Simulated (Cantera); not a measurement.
What does this Cantera script print?

```python
import numpy as np
import cantera as ct

gas_names = """
    H HNO HNO2 HNO3 HO2 H2 H2O H2O2 H2S H2SO4 N NH NH2 NH3 NH2OH NO NO2 NO3 N2 N2H2 N2H4 N2O O OH O2 O3
    S SH SN SO SO2 SO3 S2 S2O S8
""".split()
cond_names = """
    H2O(s) H2O(L) H2SO4(L) S(cr1) S(cr2) S(L)
""".split()


def load(file, names, dense=False):
    # The tables refer to 1 bar. Condensed volumes are neglected.
    table = {s.name: s for s in ct.Species.list_from_file(file)}
    out = []
    for n in names:
        d = dict(table[n].input_data)
        d["thermo"] = dict(d["thermo"], **{"reference-pressure": 1e5})
        if dense:
            d["equation-of-state"] = {"model": "constant-volume", "density": "1e6 g/cm^3"}
        out.append(ct.Species.from_dict(d))
    return out


gas = ct.Solution(thermo="ideal-gas", species=load("nasa_gas.yaml", gas_names))
cond = {s.name: ct.Solution(thermo="fixed-stoichiometry", species=[s], name=s.name)
        for s in load("nasa_condensed.yaml", cond_names, dense=True)}
atoms = {
    'NH3': {'N': 1, 'H': 3},
    'SO2': {'S': 1, 'O': 2},
    'H2': {'H': 2},
}
top_T = {}  # K; cautious upper limits of use, not melting points


def equilibrate(T, P, feed):
    n = {}
    for name, mol in feed.items():
        for a, k in atoms[name].items():
            n[a] = n.get(a, 0.0) + k * mol
    gas.TPX = T, P, n
    mass = sum(n.values()) * gas.mean_molecular_weight
    gas.equilibrate("TP")
    valid = [c for c in cond.values() if c.min_temp <= T <= top_T.get(c.name, c.max_temp)]
    mix = ct.Mixture([(gas, mass / gas.mean_molecular_weight)] + [(c, 0.0) for c in valid])
    mix.T, mix.P = T, P
    mix.equilibrate("TP", solver="vcs", rtol=1e-11, max_steps=5000)
    return mix


results = []
feed = {'NH3': 1, 'SO2': 0.41, 'H2': 6.2}  # mol
P = 1000000  # Pa
for T in [848, 1048, 1248, 1448, 1648, 1848, 2048, 2248, 2448, 2648, 2848]:
    mix = equilibrate(T, P, feed)
    results.append((T, P, feed, dict(zip(mix.species_names, mix.species_moles))))
    x = sorted(zip(gas.X, gas.species_names), reverse=True)
    print(f"T = {T:g} K  P = {P:g} Pa  gas = {mix.phase_moles(0):.4g} mol")
    print("   x: " + "  ".join(f"{s} {v:.3e}" for v, s in x if v > 1e-06))
    print("   condensed (mol): " + ("  ".join(f"{mix.phase(i).name} {mix.phase_moles(i):.4g}"
          for i in range(1, mix.n_phases) if mix.phase_moles(i) > 1e-12) or "none"))
```

It prints:

```
T = 848 K  P = 1e+06 Pa  gas = 8.174 mol
   x: H2 7.867e-01  H2O 1.003e-01  N2 5.956e-02  H2S 5.016e-02  NH3 3.219e-03
   condensed (mol): none
T = 1048 K  P = 1e+06 Pa  gas = 8.194 mol
   x: H2 7.885e-01  H2O 1.001e-01  N2 6.065e-02  H2S 5.004e-02  NH3 7.404e-04
   condensed (mol): none
T = 1248 K  P = 1e+06 Pa  gas = 8.198 mol
   x: H2 7.888e-01  H2O 1.000e-01  N2 6.086e-02  H2S 5.000e-02  NH3 2.662e-04  SH 5.501e-06  S2 1.622e-06
   condensed (mol): none
T = 1448 K  P = 1e+06 Pa  gas = 8.199 mol
   x: H2 7.890e-01  H2O 1.000e-01  N2 6.092e-02  H2S 4.992e-02  NH3 1.260e-04  SH 4.929e-05  S2 1.800e-05  H 2.589e-06
   condensed (mol): none
T = 1648 K  P = 1e+06 Pa  gas = 8.201 mol
   x: H2 7.891e-01  H2O 9.998e-02  N2 6.093e-02  H2S 4.951e-02  SH 2.575e-04  S2 1.101e-04  NH3 7.141e-05  H 2.502e-05
   condensed (mol): none
T = 1848 K  P = 1e+06 Pa  gas = 8.208 mol
   x: H2 7.895e-01  H2O 9.989e-02  N2 6.090e-02  H2S 4.815e-02  SH 9.195e-04  S2 4.353e-04  H 1.490e-04  NH3 4.584e-05  S 7.149e-06  SO 5.963e-06  SO2 1.879e-06  OH 1.387e-06
   condensed (mol): none
T = 2048 K  P = 1e+06 Pa  gas = 8.223 mol
   x: H2 7.902e-01  H2O 9.966e-02  N2 6.079e-02  H2S 4.493e-02  SH 2.440e-03  S2 1.197e-03  H 6.295e-04  S 4.731e-05  SO 3.335e-05  NH3 3.217e-05  OH 8.646e-06  SO2 7.616e-06  S2O 1.444e-06
   condensed (mol): none
T = 2248 K  P = 1e+06 Pa  gas = 8.252 mol
   x: H2 7.908e-01  H2O 9.915e-02  N2 6.058e-02  H2S 3.951e-02  SH 5.056e-03  S2 2.378e-03  H 2.066e-03  S 2.083e-04  SO 1.275e-04  OH 3.880e-05  NH3 2.410e-05  SO2 2.230e-05  S2O 4.032e-06  SN 1.362e-06
   condensed (mol): none
T = 2448 K  P = 1e+06 Pa  gas = 8.298 mol
   x: H2 7.900e-01  H2O 9.822e-02  N2 6.024e-02  H2S 3.261e-02  SH 8.547e-03  H 5.595e-03  S2 3.579e-03  S 6.633e-04  SO 3.592e-04  OH 1.356e-04  SO2 5.016e-05  NH3 1.891e-05  S2O 8.035e-06  SN 3.996e-06  NO 2.284e-06
   condensed (mol): none
T = 2648 K  P = 1e+06 Pa  gas = 8.365 mol
   x: H2 7.855e-01  H2O 9.663e-02  N2 5.976e-02  H2S 2.550e-02  H 1.303e-02  SH 1.230e-02  S2 4.327e-03  S 1.640e-03  SO 7.974e-04  OH 3.899e-04  SO2 9.170e-05  NH3 1.531e-05  S2O 1.226e-05  SN 9.187e-06  NO 8.041e-06  O 4.156e-06  NH2 1.067e-06
   condensed (mol): none
T = 2848 K  P = 1e+06 Pa  gas = 8.463 mol
   x: H2 7.749e-01  H2O 9.412e-02  N2 5.905e-02  H 2.689e-02  H2S 1.906e-02  SH 1.557e-02  S2 4.415e-03  S 3.328e-03  SO 1.469e-03  OH 9.579e-04  SO2 1.424e-04  NO 2.357e-05  O 2.076e-05  SN 1.744e-05  S2O 1.521e-05  NH3 1.260e-05  NH2 1.893e-06  O2 1.008e-06
   condensed (mol): none
```

Equilibrium computed with Cantera from the NASA thermochemical tables; the gas is ideal and each condensed phase is pure. Gases not in the tables: S3 to S7.
